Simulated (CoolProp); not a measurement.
Saturation properties of R134a (Tc = 374.2 K, pc = 4.059 MPa, ω = 0.327).

The numbers come from the reference Helmholtz-energy equation of state, Tillner-Roth 1994 in CoolProp.

| T (K) | p (MPa) | enthalpy of vaporisation (kJ/kg) | liquid cp (kJ/(kg K)) | vapour Z | vapour viscosity (µPa s) |
|---|---|---|---|---|---|
| 220.2 | 0.02473 | 233.8 | 1.233 | 0.9839 | 8.79 |
| 228.7 | 0.04032 | 228.6 | 1.247 | 0.9773 | 9.10 |
| 237.2 | 0.06307 | 223.3 | 1.262 | 0.9691 | 9.42 |
| 245.7 | 0.09510 | 217.9 | 1.278 | 0.9589 | 9.73 |
| 254.3 | 0.1395 | 212.1 | 1.296 | 0.9466 | 10.0 |
| 262.8 | 0.1978 | 206.2 | 1.315 | 0.9323 | 10.3 |
| 271.3 | 0.2737 | 200.0 | 1.336 | 0.9157 | 10.7 |
| 279.8 | 0.3702 | 193.4 | 1.360 | 0.8966 | 11.0 |
| 288.3 | 0.4907 | 186.5 | 1.387 | 0.8750 | 11.3 |
| 296.8 | 0.6390 | 179.0 | 1.419 | 0.8507 | 11.6 |
| 305.4 | 0.8212 | 170.9 | 1.457 | 0.8231 | 12.0 |
| 313.9 | 1.037 | 162.2 | 1.503 | 0.7926 | 12.4 |

It boils at 247.1 K under 1 atm.

Viscosity comes from a separate model (Huber 2003), an estimate that may be off by 10 % or more.
